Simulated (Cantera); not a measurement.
Feed: 1 mol Ta2O5, 0.54 mol CH4, 0.63 mol CO, held at 2098 K and 1.00 bar.

Method: chemical equilibrium by Gibbs-energy minimisation in Cantera with the NASA 1993 tables (ideal gas, pure condensed phases). Candidate condensed phases: C, C6H6, C7H8, C8H18, H2O, Ta, TaC, Ta2O5; 113 gas species. Mutual solubility and eutectic melting of coexisting phases are not modelled. TaC: taken at fixed stoichiometry. Condensed phases not in the tables: Ta2C. Equilibrium is a limit: real reactors are often held back by kinetics, nucleation or transport.

Base state: H2 0.510, CO 0.483, H2O 0.00406, H 0.00220, CO2 0.000778 (mole fractions); condensed: TaC(s) + Ta2O5(l).

Task: What changes in the equilibrium state with this change: pressure from 1.00 bar to 1.33 mbar?

Result: 
| species | before | after |
|---|---|---|
| CO | 0.483 | 0.503 |
| H2 | 0.510 | 0.435 |
| H | 0.00220 | 0.0556 |
| TaO2 | 2.92e-6 | 0.00378 |
| TaO | 1.92e-7 | 0.000738 |
| OH | 2.07e-6 | 1.77e-5 |
| H2O | 0.00406 | 0.00117 |
| CO2 | 0.000778 | 0.000273 |
| TaC(s), mol | 0.157 | 0 |
| Ta2O5(l), mol | 0.921 | 0.887 |
| Ta(s), mol | 0 | 0.215 |
Condensed phases not in the tables: Ta2C, N, O or C dissolved in the metal.

Task: What changes in the equilibrium state with this change: pressure from 1.00 bar to 13.0 mbar?

Result: 
```json
[
 {"species": "CO", "before": "0.483", "after": "0.515"},
 {"species": "H2", "before": "0.510", "after": "0.465"},
 {"species": "H", "before": "0.00220", "after": "0.0184"},
 {"species": "TaO2", "before": "2.92e-6", "after": "0.000388"},
 {"species": "TaO", "before": "1.92e-7", "after": "7.57e-5"},
 {"species": "H2O", "before": "0.00406", "after": "0.00124"},
 {"species": "CO2", "before": "0.000778", "after": "0.000279"},
 {"species": "TaC(s), mol", "before": "0.157", "after": "0"},
 {"species": "Ta2O5(l), mol", "before": "0.921", "after": "0.891"},
 {"species": "Ta(s), mol", "before": "0", "after": "0.217"}
]
```
Condensed phases not in the tables: Ta2C, N, O or C dissolved in the metal.

Task: What changes in the equilibrium state with this change: temperature from 2098 K to 973.15 K?

Result: 
```
species             before   after
----------------  --------  ------
H2                   0.510   0.577
CO                   0.483   0.238
H2O                0.00406  0.0852
CH4                4.24e-7  0.0428
CO2               0.000778  0.0566
H                  0.00220   <1e-9
TaC(s), mol          0.157       0
Ta2O5(l), mol        0.921       0
C(graphite), mol         0   0.683
Ta2O5(s), mol            0    1.00
```
